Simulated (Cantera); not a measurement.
Input: 1 mol HgO, 0.072 mol H₂, 0.83 mol N₂, at 475 °C and 0.190 bar.

Equilibrium computed with Cantera from the NASA thermochemical tables; the gas is ideal and each condensed phase is pure. Candidate condensed phases: H₂O, Hg, HgO; 25 gas species. The numbers say what is thermodynamically allowed, not how fast it happens.

Base state: Hg 0.423, N₂ 0.351, O₂ 0.196, H₂O 0.0304 (mole fractions); condensed: gas only.

Task: What changes in the equilibrium state with this change: H₂ from 0.072 to 0.51 mol?

Result: 
```
species  before   after
-------  ------  ------
Hg        0.423   0.387
N₂        0.351   0.321
H₂O      0.0304   0.197
O₂        0.196  0.0948
```
